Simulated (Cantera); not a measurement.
**Si + O₂ + H₂ + H₂O (thermal oxidation and active oxidation of silicon)**

Charge: 1 mol Si, 0.0073 mol O₂, 120 mol H₂, 0.053 mol H₂O, equilibrated at 21.0 Pa.

These are equilibrium values from Cantera (NASA tables, ideal gas, pure condensed phases), not measurements of a reactor. Candidate condensed phases: H₂O, Si, SiO₂; 18 gas species. Gases not in the tables: Si₂H₆ and higher silanes. Equilibrium is a limit: real reactors are often held back by kinetics, nucleation or transport.

```json
[
 {"T (K)": "1200", "x H₂": "0.999", "x H": "1.36e-5", "x Si": "6.61e-9", "x SiO": "0.000563", "x SiH": "1.44e-9", "x Si₂": "<1e-12", "n Si(s)": "0.932", "n Si(l)": "0"},
 {"T (K)": "1300", "x H₂": "0.999", "x H": "7.63e-5", "x Si": "2.06e-7", "x SiO": "0.000563", "x SiH": "2.48e-8", "x Si₂": "5.04e-11", "n Si(s)": "0.932", "n Si(l)": "0"},
 {"T (K)": "1400", "x H₂": "0.999", "x H": "0.000336", "x Si": "3.92e-6", "x SiO": "0.000563", "x SiH": "2.83e-7", "x Si₂": "2.33e-9", "n Si(s)": "0.932", "n Si(l)": "0"},
 {"T (K)": "1500", "x H₂": "0.998", "x H": "0.00121", "x Si": "5.01e-5", "x SiO": "0.000562", "x SiH": "2.33e-6", "x Si₂": "6.41e-8", "n Si(s)": "0.926", "n Si(l)": "0"},
 {"T (K)": "1600", "x H₂": "0.995", "x H": "0.00374", "x Si": "0.000464", "x SiO": "0.000561", "x SiH": "1.46e-5", "x Si₂": "1.16e-6", "n Si(s)": "0.874", "n Si(l)": "0"},
 {"T (K)": "1700", "x H₂": "0.986", "x H": "0.0101", "x Si": "0.00323", "x SiO": "0.000558", "x SiH": "7.19e-5", "x Si₂": "1.42e-5", "n Si(s)": "0", "n Si(l)": "0.526"},
 {"T (K)": "1800", "x H₂": "0.968", "x H": "0.0243", "x Si": "0.00742", "x SiO": "0.000552", "x SiH": "0.000121", "x Si₂": "2.20e-5", "n Si(s)": "0", "n Si(l)": "0"},
 {"T (K)": "1900", "x H₂": "0.939", "x H": "0.0531", "x Si": "0.00739", "x SiO": "0.000544", "x SiH": "9.00e-5", "x Si₂": "7.30e-6", "n Si(s)": "0", "n Si(l)": "0"},
 {"T (K)": "2000", "x H₂": "0.887", "x H": "0.106", "x Si": "0.00722", "x SiO": "0.000529", "x SiH": "6.68e-5", "x Si₂": "2.61e-6", "n Si(s)": "0", "n Si(l)": "0"},
 {"T (K)": "2100", "x H₂": "0.800", "x H": "0.192", "x Si": "0.00691", "x SiO": "0.000505", "x SiH": "4.86e-5", "x Si₂": "9.79e-7", "n Si(s)": "0", "n Si(l)": "0"}
]
```
x: gas mole fraction; n: condensed amount in mol.

From 1200 K to 1600 K the condensed part is Si(s). At 1700 K the condensed part is Si(l). From 1800 K to 2100 K nothing is condensed. The main Si-bearing gas is SiO at 1200 K and Si at 2100 K.
